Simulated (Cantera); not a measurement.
Input (Python, Cantera) and output of one run.

```python
import numpy as np
import cantera as ct

gas_names = """
    H H2 N NH NH2 NH3 N2 N2H2 N2H4 Si SiH SiH2 SiH3 SiH4 SiN Si2 Si2N Si3
""".split()
cond_names = """
    Si(cr) Si(L) Si3N4(a)
""".split()


# ... load() reads the species with a 1 bar reference pressure and builds the phases ...
atoms = {
    'trisilylamine': {'Si': 3, 'N': 1, 'H': 9},
    'N2': {'N': 2},
    'H2': {'H': 2},
}
top_T = {'Si3N4(a)': 2400}  # K; cautious upper limits of use, not melting points


# ... equilibrate(T, P, feed) seeds the gas with the atoms and calls Mixture.equilibrate('TP', solver="vcs", rtol=1e-11, max_steps=5000) ...
results = []
feed = {'trisilylamine': 1, 'N2': 18, 'H2': 5.7}  # mol
T = 1123  # K
P = 260  # Pa
mix = equilibrate(T, P, feed)
results.append((T, P, feed, dict(zip(mix.species_names, mix.species_moles))))
x = sorted(zip(gas.X, gas.species_names), reverse=True)
print(f"T = {T:g} K  P = {P:g} Pa  gas = {mix.phase_moles(0):.4g} mol")
print("   x: " + "  ".join(f"{s} {v:.3e}" for v, s in x if v > 1e-05))
print("   condensed (mol): " + ("  ".join(f"{mix.phase(i).name} {mix.phase_moles(i):.4g}"
      for i in range(1, mix.n_phases) if mix.phase_moles(i) > 1e-12) or "none"))
```

Output:

```
T = 1123 K  P = 260 Pa  gas = 26.7 mol
   x: N2 6.180e-01  H2 3.820e-01
   condensed (mol): Si3N4(a) 1
```

These are equilibrium values from Cantera (NASA tables, ideal gas, pure condensed phases), not measurements of a reactor. The feed counts by its element totals alone.
